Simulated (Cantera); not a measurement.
Mixture: CO : H2 : O2 : N2 = 1 : 1 : 0.714 : 2.69 (molar parts), equivalence ratio 1.4, at 1.01 bar, adiabatic and at constant pressure. Ignition delay is the time to a rise of 400 K.

Cantera simulation using GRI-Mech 3.0 (53 species, 325 reactions); the numbers are that mechanism's predictions, not measurements. Where the delays flatten at high temperature, the 400 K rule measures the pace of heat release, not the induction time.

**Question.** What does this change do: pressure from 1.01 bar to 10.0 bar?

**Answer.** 
| quantity | before | after |
|---|---|---|
| delay at 1323 K | 35.0 µs | 4.63 µs |
| delay at 1398 K | 28.7 µs | 2.85 µs |
| delay at 1473 K | 25.0 µs | 2.02 µs |
| delay at 1548 K | 22.9 µs | 1.55 µs |
| delay at 1623 K | 22.0 µs | 1.26 µs |
| delay at 1698 K | 22.1 µs | 1.06 µs |
| delay at 1773 K | 22.8 µs | 0.928 µs |
The hydrogen kinetics of GRI-Mech 3.0 are dated; newer H2 mechanisms differ, most at raised pressure.

**Question.** What does this change do: H2 1 to 0.61 parts?

**Answer.** 
| quantity | before | after |
|---|---|---|
| delay at 1323 K | 35.0 µs | 40.6 µs |
| delay at 1398 K | 28.7 µs | 34.2 µs |
| delay at 1473 K | 25.0 µs | 30.5 µs |
| delay at 1548 K | 22.9 µs | 28.6 µs |
| delay at 1623 K | 22.0 µs | 28.1 µs |
| delay at 1698 K | 22.1 µs | 28.7 µs |
| delay at 1773 K | 22.8 µs | 30.2 µs |
